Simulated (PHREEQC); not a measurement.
Dissolve 6.4e-05 mol/kgw Ca(HCO3)2, 0.26 mol/kgw Na2SO4 and 0.00017 mol/kgw H4SiO4 at 65 °C. Closed to the air; pH follows from the charge balance.

Computed with PHREEQC (ion-association model, phreeqc.dat).

| quantity | before | after |
|---|---|---|
| pH | 7.17 | 7.08 |
| ionic strength (mol/kgw) | 0.610 | 1.11 |
| Na+ (mol/kgw) | 0.435 | 0.817 |
| SO4-2 (mol/kgw) | 0.175 | 0.297 |
| NaSO4- (mol/kgw) | 0.0848 | 0.223 |
| HCO3- (mol/kgw) | 0.000107 | 0.000101 |
| SI of Quartz (SiO2) | -0.24 | -0.18 |

Which change was made?
A. Ca(HCO3)2 replaced by NH4HCO3 at the same molality
B. H4SiO4 from 0.00017 to 0.00034 mol/kgw
C. Ca(HCO3)2 from 6.4e-05 to 0.00064 mol/kgw
D. Na2SO4 from 0.26 to 0.52 mol/kgw
E. temperature from 65 to 75 °C

D, Na2SO4 from 0.26 to 0.52 mol/kgw

This is a speciation only: nothing precipitates in the calculation. The ionic strength passes 0.7 mol/kgw, the rough limit of the ion-association models, in after. At this temperature some constants are extrapolated from 25 °C, and those without enthalpy data are left unchanged.
